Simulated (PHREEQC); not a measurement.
Solution (25 °C): 0.15 mol/kgw MgCl2, 0.018 mol/kgw Na2SO4 and 0.14 mol/kgw MgSO4. Closed to the air; pH follows from the charge balance.

Equilibrium calculation in PHREEQC: ion-association model, wateq4f.dat.

| quantity | before | after |
|---|---|---|
| pH | 6.49 | 2.86 |
| ionic strength (mol/kgw) | 0.643 | 0.648 |
| Mg+2 (mol/kgw) | 0.186 | 0.187 |
| MgSO4 (mol/kgw) | 0.104 | 0.103 |
| SO4-2 (mol/kgw) | 0.0519 | 0.0512 |
| Na+ (mol/kgw) | 0.0343 | 0.0343 |
| SI of Epsomite (MgSO4:7H2O) | -1.18 | -1.19 |
| SI of Halite (NaCl) | -3.92 | -3.92 |

### Question
Name the change that produced these shifts.
(A) diluted 2-fold with water
(B) temperature from 25 to 35 °C
(C) temperature from 25 to 55 °C
(D) diluted 10-fold with water
(E) 0.0038 mol/kgw HNO3 added

### Answer
E, 0.0038 mol/kgw HNO3 added

No solid was allowed to form.
